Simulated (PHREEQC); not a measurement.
A solution holds 0.015 mol/kgw HF and 0.034 mol/kgw Na2HPO4, at 25 °C. Closed to the air; pH follows from the charge balance.

Model: ion-association model, wateq4f.dat, run in PHREEQC.

Precipitation was switched off in this run.

Question: Predict the pH.

Answer: pH 6.98.

Question: In which forms is P present?

Answer: HPO4-2 53 %, H2PO4- 44 %, NaHPO4- 2.7 % of the P.

H3PO4, which wateq4f.dat lacks, is added to it with the constant of phreeqc.dat.
